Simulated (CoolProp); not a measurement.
Carbon monoxide along the isobar 2.48 MPa: fugacity coefficient from the reference equation and from simpler models built on Tc = -140.3 °C, pc = 3.498 MPa, ω = 0.050; each cubic takes its own stable root.

The numbers come from the reference Helmholtz-energy equation of state, Lemmon 2006 in CoolProp. It is a short technical equation, of lower accuracy than the large ones.

```json
[
 {"T (°C)": "-143.55", "phase": "gas", "reference": "0.7504", "van der Waals": "0.7762", "Soave-Redlich-Kwong": "0.7471", "Peng-Robinson": "0.7276"},
 {"T (°C)": "-126.85", "phase": "gas", "reference": "0.8286", "van der Waals": "0.8360", "Soave-Redlich-Kwong": "0.8268", "Peng-Robinson": "0.8075"},
 {"T (°C)": "-110.05", "phase": "gas", "reference": "0.8778", "van der Waals": "0.8761", "Soave-Redlich-Kwong": "0.8781", "Peng-Robinson": "0.8598"},
 {"T (°C)": "-93.35", "phase": "gas", "reference": "0.9109", "van der Waals": "0.9043", "Soave-Redlich-Kwong": "0.9129", "Peng-Robinson": "0.8958"},
 {"T (°C)": "-76.65", "phase": "gas", "reference": "0.9343", "van der Waals": "0.9251", "Soave-Redlich-Kwong": "0.9375", "Peng-Robinson": "0.9218"},
 {"T (°C)": "-59.95", "phase": "gas", "reference": "0.9514", "van der Waals": "0.9407", "Soave-Redlich-Kwong": "0.9554", "Peng-Robinson": "0.9409"},
 {"T (°C)": "-43.15", "phase": "gas", "reference": "0.9642", "van der Waals": "0.9528", "Soave-Redlich-Kwong": "0.9687", "Peng-Robinson": "0.9553"},
 {"T (°C)": "-26.45", "phase": "gas", "reference": "0.9739", "van der Waals": "0.9622", "Soave-Redlich-Kwong": "0.9786", "Peng-Robinson": "0.9663"},
 {"T (°C)": "-9.75", "phase": "gas", "reference": "0.9814", "van der Waals": "0.9697", "Soave-Redlich-Kwong": "0.9862", "Peng-Robinson": "0.9748"},
 {"T (°C)": "6.95", "phase": "gas", "reference": "0.9872", "van der Waals": "0.9757", "Soave-Redlich-Kwong": "0.9920", "Peng-Robinson": "0.9814"},
 {"T (°C)": "23.65", "phase": "gas", "reference": "0.9918", "van der Waals": "0.9806", "Soave-Redlich-Kwong": "0.9965", "Peng-Robinson": "0.9867"},
 {"T (°C)": "40.45", "phase": "gas", "reference": "0.9955", "van der Waals": "0.9846", "Soave-Redlich-Kwong": "1.0000", "Peng-Robinson": "0.9909"},
 {"T (°C)": "57.15", "phase": "gas", "reference": "0.9985", "van der Waals": "0.9879", "Soave-Redlich-Kwong": "1.003", "Peng-Robinson": "0.9943"},
 {"T (°C)": "73.85", "phase": "gas", "reference": "1.001", "van der Waals": "0.9907", "Soave-Redlich-Kwong": "1.005", "Peng-Robinson": "0.9971"}
]
```
